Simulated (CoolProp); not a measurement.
CH2F2 (R32) at 293.15 K and 0.121 MPa is throttled through a valve to 0.00547 MPa with no heat exchange. Each further row changes one setting.

Computed with CoolProp (reference Helmholtz-energy equation of state, Tillner-Roth 1997).

| case | temperature change (K) | final density (kg/m³) |
|---|---|---|
| as stated | -3.2 | 0.118 |
| outlet pressure 0.00164 MPa | -3.3 | 0.0354 |
| outlet pressure 0.00711 MPa | -3.2 | 0.154 |
